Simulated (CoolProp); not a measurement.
Values from CoolProp's reference Helmholtz-energy equation of state, Wagner 2002.

### Question
Give the vapour pressure (MPa), liquid density (kg/m³), enthalpy of vaporisation (kJ/kg), liquid cp (kJ/(kg K)) of saturated water at 384.6, 390.8, 397.1 K.

### Answer
| T (K) | p (MPa) | liquid density (kg/m³) | enthalpy of vaporisation (kJ/kg) | liquid cp (kJ/(kg K)) |
|---|---|---|---|---|
| 384.6 | 0.151 | 950 | 2230 | 4.23 |
| 390.8 | 0.184 | 945 | 2210 | 4.24 |
| 397.1 | 0.225 | 940 | 2190 | 4.25 |
